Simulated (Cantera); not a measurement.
Feed: 1 mol PbO, a varied amount of H2, 3.2 mol H2O, equilibrated at 1 atm.

Equilibrium computed with Cantera from the NASA thermochemical tables; the gas is ideal and each condensed phase is pure. Candidate condensed phases: H2O, Pb, PbO, PbO2, Pb3O4; 12 gas species. The numbers say what is thermodynamically allowed, not how fast it happens.

**Question.** What condenses at these points (T in K, n(H2) in mol): (1048, 11); (2098, 19); (1498, 4); (1348, 4); (898, 430)?

**Answer.** 
| T (K) | n(H2) in mol | condensed phases | Pb condensed (%) |
|---|---|---|---|
| 1048 | 11 | Pb | 99.9 |
| 2098 | 19 | gas only | 0.0 |
| 1498 | 4 | Pb | 82.4 |
| 1348 | 4 | Pb | 96.6 |
| 898 | 430 | Pb | 99.9 |
